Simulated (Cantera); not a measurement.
An isothermal, constant-pressure homogeneous reactor starts with CH4 : H2O : H2 = 1 : 0.88 : 1.7 (molar parts), at 1798 K and 14.0 bar.

Cantera simulation using GRI-Mech 3.0 (53 species, 325 reactions); the numbers are that mechanism's predictions, not measurements. The pressure lies above the range GRI-Mech 3.0 was tuned for (to about 10 atm).

### Question
Predict: x(CH4) at 9.00 s; x(H2O) at 9.00 s; x(H2) at 9.00 s; x(HCO) at 9.00 s; x(CH3) at 9.00 s.

### Answer
```json
{
 "x(CH4) at 9.00 s": "0.0201 (gas-phase equilibrium 0.0198)",
 "x(H2O) at 9.00 s": "0.000487 (gas-phase equilibrium 0.000192)",
 "x(H2) at 9.00 s": "0.814 (gas-phase equilibrium 0.814)",
 "x(HCO) at 9.00 s": "1.17e-7 (gas-phase equilibrium 1.17e-7)",
 "x(CH3) at 9.00 s": "4.25e-5 (gas-phase equilibrium 4.20e-5)"
}
```
